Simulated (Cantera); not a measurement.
Charge: 1 mol CH₃SiCl₃, 1900 mol H₂, at 1823 K and 13300 Pa.

Method: chemical equilibrium by Gibbs-energy minimisation in Cantera with the NASA 1993 tables (ideal gas, pure condensed phases). Candidate condensed phases: C, C₆H₆, C₇H₈, C₈H₁₈, Si, SiC; 109 gas species. The feed counts by its element totals alone. Equilibrium is a limit: real reactors are often held back by kinetics, nucleation or transport.

Base state: H₂ 0.997, HCl 0.00157, H 0.00118, CH₄ 1.20e-5 (mole fractions); condensed: SiC(s).

Question: What changes in the equilibrium state with this change: temperature from 1823 K to 975 K?

Answer: 
```csv
species,before,after
H₂,0.997,0.998
HCl,0.00157,0.00153
CH₄,1.20e-5,1.71e-5
H,0.00118,3.13e-9
"SiC(s), mol",0.963,0.967
```

Question: What changes in the equilibrium state with this change: temperature from 1823 K to 1425 K?

Answer: 
```tsv
species	before	after
H₂	0.997	0.998
HCl	0.00157	0.00157
H	0.00118	1.87e-5
CH₄	1.20e-5	4.73e-6
SiC(s), mol	0.963	0.991
```
